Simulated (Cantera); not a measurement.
Charge: 1 mol Si, 4.6 mol HCl, 7.8 mol N2, 2.1 mol Cl2, held at 352 °C and 0.133 bar.

Equilibrium computed with Cantera from the NASA thermochemical tables; the gas is ideal and each condensed phase is pure. Candidate condensed phases: NH4Cl, Si, Si3N4; 28 gas species. Equilibrium is a limit: real reactors are often held back by kinetics, nucleation or transport.

Base state: N2 0.578, HCl 0.341, SiCl4 0.0741, Cl2 0.00741 (mole fractions); condensed: gas only.

Task: What changes in the equilibrium state with this change: 1.6 mol H2O added?

Result: 
| species | before | after |
|---|---|---|
| HCl | 0.341 | 0.491 |
| N2 | 0.578 | 0.491 |
| SiCl4 | 0.0741 | 0.0126 |
| Cl2 | 0.00741 | 0.00629 |
| SiO2(α-quartz), mol | 0 | 0.800 |
Further candidate phases: H2O, SiO2, Si2N2O.

Task: What changes in the equilibrium state with this change: Cl2 from 2.1 to 1.2 mol?

Result: 
| species | before | after |
|---|---|---|
| N2 | 0.578 | 0.619 |
| HCl | 0.341 | 0.238 |
| SiCl4 | 0.0741 | 0.0794 |
| H2 | <1e-9 | 0.0634 |
| Cl2 | 0.00741 | <1e-9 |
| NH3 | <1e-9 | 4.61e-5 |
